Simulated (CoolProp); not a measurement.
C3F8 (R218) along the isobar 0.285 MPa: Z from the reference equation and from simpler models built on Tc = 71.9 °C, pc = 2.640 MPa, ω = 0.317; each cubic takes its own stable root.

The numbers come from the reference Helmholtz-energy equation of state, Lemmon 2006 in CoolProp. It is a short technical equation, of lower accuracy than the large ones.

| T (°C) | phase | reference | Redlich-Kwong | Peng-Robinson |
|---|---|---|---|---|
| -50.35 | liquid | (withheld) | 0.01913 | 0.01620 |
| -32.25 | liquid | 0.01678 | (withheld) | 0.01566 |
| -14.15 | liquid | (withheld) | 0.9116 | 0.01537 |
| 3.95 | gas | 0.9159 | 0.9277 | 0.9150 |
| 22.05 | gas | 0.9348 | 0.9401 | 0.9305 |
| 40.15 | gas | 0.9481 | 0.9498 | 0.9426 |
| 58.25 | gas | 0.9579 | 0.9575 | 0.9522 |
| 76.35 | gas | 0.9654 | 0.9638 | 0.9600 |
| 94.45 | gas | 0.9712 | 0.9689 | 0.9663 |
| 112.55 | gas | 0.9759 | 0.9731 | 0.9715 |
| 130.65 | gas | 0.9798 | 0.9766 | 0.9758 |
| 148.75 | gas | 0.9829 | 0.9796 | 0.9794 |
| 166.85 | gas | 0.9855 | 0.9821 | 0.9825 |

What belongs in the gaps?


- -50.35, reference: 0.01738
- -32.25, Redlich-Kwong: 0.01864
- -14.15, reference: 0.01638

At some of these states Redlich-Kwong gives the other phase, because its saturation line lies elsewhere.
